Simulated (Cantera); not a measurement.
Charge: 1 mol Nb, 2.2 mol O2, at 1.35 Torr.

Cantera equilibrium calculation (NASA polynomials, part measured and part estimated; ideal gas, pure solids and liquids). Candidate condensed phases: Nb, NbO, NbO2, Nb2O5; 6 gas species. Condensed phases not in the tables: the oxides between NbO2 and Nb2O5. The numbers say what is thermodynamically allowed, not how fast it happens.

log p: log10 of the partial pressure in bar; n: condensed amount in mol.

```tsv
T (K)	log p O2	log p O	log p NbO2	log p NbO	log p O3	n Nb2O5(s)	n Nb2O5(l)
1150	-2.74	-9.45	<-14	<-14	-14.15	0.500	0
1300	-2.74	___	<-14	<-14	___	0.500	0
1450	-2.74	___	___	<-14	___	0.500	0
1600	-2.74	-6.21	-11.33	<-14	-12.31	0.500	0
1750	-2.75	-5.50	-9.31	<-14	-11.90	0.500	0
1900	-2.75	-4.90	-7.72	-13.78	-11.56	0	0.500
2050	-2.75	-4.39	-6.41	-11.66	-11.27	0	0.500
2200	-2.77	-3.95	-5.28	-9.84	-11.04	0	0.499
```

### Question
Fill in the missing entries.

### Answer

- 1450, log p O: -7.07
- 1450, log p NbO2: -13.77
- 1450, log p O3: -12.80
- 1300, log p O: -8.12
- 1300, log p O3: -13.39
